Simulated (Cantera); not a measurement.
What does this Cantera script print?

```python
import numpy as np
import cantera as ct

gas_names = """
    H HO2 H2 H2O H2O2 O OH O2 O3 Zr ZrO ZrO2
""".split()
cond_names = """
    H2O(s) H2O(L) Zr(a) Zr(b) Zr(L) ZrO2(a) ZrO2(b) ZrO2(L)
""".split()


def load(file, names, dense=False):
    # The tables refer to 1 bar. Condensed volumes are neglected.
    table = {s.name: s for s in ct.Species.list_from_file(file)}
    out = []
    for n in names:
        d = dict(table[n].input_data)
        d["thermo"] = dict(d["thermo"], **{"reference-pressure": 1e5})
        if dense:
            d["equation-of-state"] = {"model": "constant-volume", "density": "1e6 g/cm^3"}
        out.append(ct.Species.from_dict(d))
    return out


gas = ct.Solution(thermo="ideal-gas", species=load("nasa_gas.yaml", gas_names))
cond = {s.name: ct.Solution(thermo="fixed-stoichiometry", species=[s], name=s.name)
        for s in load("nasa_condensed.yaml", cond_names, dense=True)}
atoms = {
    'ZrO2': {'Zr': 1, 'O': 2},
    'H2': {'H': 2},
    'H2O': {'H': 2, 'O': 1},
}
top_T = {}  # K; cautious upper limits of use, not melting points


def equilibrate(T, P, feed):
    n = {}
    for name, mol in feed.items():
        for a, k in atoms[name].items():
            n[a] = n.get(a, 0.0) + k * mol
    gas.TPX = T, P, n
    mass = sum(n.values()) * gas.mean_molecular_weight
    gas.equilibrate("TP")
    valid = [c for c in cond.values() if c.min_temp <= T <= top_T.get(c.name, c.max_temp)]
    mix = ct.Mixture([(gas, mass / gas.mean_molecular_weight)] + [(c, 0.0) for c in valid])
    mix.T, mix.P = T, P
    mix.equilibrate("TP", solver="vcs", rtol=1e-11, max_steps=5000)
    return mix


results = []
feed = {'ZrO2': 1, 'H2': 300, 'H2O': 1.4}  # mol
P = 101325  # Pa
for T in [1250, 1300, 1350, 1400, 1450, 1500, 1550, 1600]:
    mix = equilibrate(T, P, feed)
    results.append((T, P, feed, dict(zip(mix.species_names, mix.species_moles))))
    x = sorted(zip(gas.X, gas.species_names), reverse=True)
    print(f"T = {T:g} K  P = {P:g} Pa  gas = {mix.phase_moles(0):.4g} mol")
    print("   x: " + "  ".join(f"{s} {v:.3e}" for v, s in x if v > 1e-06))
    print("   condensed (mol): " + ("  ".join(f"{mix.phase(i).name} {mix.phase_moles(i):.4g}"
          for i in range(1, mix.n_phases) if mix.phase_moles(i) > 1e-12) or "none"))
```

Result:

```
T = 1250 K  P = 101325 Pa  gas = 301.4 mol
   x: H2 9.954e-01  H2O 4.645e-03
   condensed (mol): ZrO2(a) 1
T = 1300 K  P = 101325 Pa  gas = 301.4 mol
   x: H2 9.954e-01  H2O 4.645e-03  H 1.096e-06
   condensed (mol): ZrO2(a) 1
T = 1350 K  P = 101325 Pa  gas = 301.4 mol
   x: H2 9.954e-01  H2O 4.645e-03  H 2.362e-06
   condensed (mol): ZrO2(a) 1
T = 1400 K  P = 101325 Pa  gas = 301.4 mol
   x: H2 9.954e-01  H2O 4.645e-03  H 4.821e-06
   condensed (mol): ZrO2(a) 1
T = 1450 K  P = 101325 Pa  gas = 301.4 mol
   x: H2 9.953e-01  H2O 4.645e-03  H 9.374e-06
   condensed (mol): ZrO2(a) 1
T = 1500 K  P = 101325 Pa  gas = 301.4 mol
   x: H2 9.953e-01  H2O 4.645e-03  H 1.745e-05
   condensed (mol): ZrO2(b) 1
T = 1550 K  P = 101325 Pa  gas = 301.4 mol
   x: H2 9.953e-01  H2O 4.645e-03  H 3.122e-05
   condensed (mol): ZrO2(b) 1
T = 1600 K  P = 101325 Pa  gas = 301.4 mol
   x: H2 9.953e-01  H2O 4.645e-03  H 5.388e-05
   condensed (mol): ZrO2(b) 1
```

These are equilibrium values from Cantera (NASA tables, ideal gas, pure condensed phases), not measurements of a reactor.
